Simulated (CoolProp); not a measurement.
A single-stage vapour-compression cycle with the fluid: evaporating at 196.15 K (dew point), condensing at 225.15 K (bubble point), superheat 8 K, subcooling 0 K, compressor efficiency 0.6, no pressure losses. The same conditions are run with several fluids, on thermodynamics alone (safety and materials aside).

Computed with CoolProp (reference Helmholtz-energy equation of state of each fluid (C2F6 (R116): Lemmon 2006; R143a: Lemmon and Jacobsen 2000; carbonyl sulfide: Lemmon 2006; propane: Lemmon 2009; CH3F (R41): Lemmon 2006; C3F8 (R218): Lemmon 2006)).

```
fluid             cooling COP  pressure ratio  discharge temperature (K)  refrigerating effect (kJ/kg)  volumetric capacity (kJ/m³)
----------------  -----------  --------------  -------------------------  ----------------------------  ---------------------------
C2F6 (R116)                 ?            3.73                      249.4                             ?                          845
R143a                    3.59            5.08                      279.2                           215                          207
carbonyl sulfide         3.48            4.65                      333.7                           297                            ?
propane                  3.61            4.89                      283.5                           407                          169
CH3F (R41)               3.42            3.86                      323.4                           434                          986
C3F8 (R218)              3.55               ?                      246.5                          96.8                          113
```

Task: What belongs in the gaps?

Result: 
- C2F6 (R116), cooling COP: 3.44
- C2F6 (R116), refrigerating effect (kJ/kg): 92.8
- carbonyl sulfide, volumetric capacity (kJ/m³): 255
- C3F8 (R218), pressure ratio: 5.67
